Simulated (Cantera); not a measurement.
**Thermodynamics of carbon deposition, reforming and gasification, feed C6H6 + H2O + N2**

Charge: 1 mol C6H6, 1.2 mol H2O, 7.6 mol N2, at 2950 K and 0.0133 bar.

Equilibrium computed with Cantera from the NASA thermochemical tables; the gas is ideal and each condensed phase is pure. Candidate condensed phases: C, C6H6, C7H8, C8H18, H2O; 136 gas species. Equilibrium is a limit: real reactors are often held back by kinetics, nucleation or transport.

| Item | Value |
|---|---|
| x(N2) | 0.448 |
| x(H) | 0.322 |
| x(H2) | 0.0759 |
| x(CO) | 0.0750 |
| x(HCN) | 0.0338 |
| x(CN) | 0.0141 |
| x(C3) | 0.0136 |
| x(HNC) | 0.00612 |
| x(C2H2 (acetylene)) | 0.00407 |
| n(C(graphite)) | 2.94 mol |
| gas amount | 15.99 mol |
